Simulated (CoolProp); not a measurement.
Vapour-liquid equilibrium of dimethyl ether (1) + methanol (2) at 295.4 K; x and y are mole fractions of (1).

Values from CoolProp's multi-fluid Helmholtz-energy mixture model, Wu 2011 and de Reuck 1993; pair parameters Bell 2016.

Give the bubble pressure and the first vapour's composition at x = 0.65, 0.75, 0.85. Is there an azeotrope?

x = 0.65: 405.9 kPa, y = 0.976; x = 0.75: 438.0 kPa, y = 0.980; x = 0.85: 474.5 kPa, y = 0.986. No azeotrope shows between x = 0.05 and 0.95.

The pair parameters rest on a limited set of measurements; away from them the model extrapolates. With so large a gap from Raoult's law the liquid may split in two, which this calculation doesn't test in full.
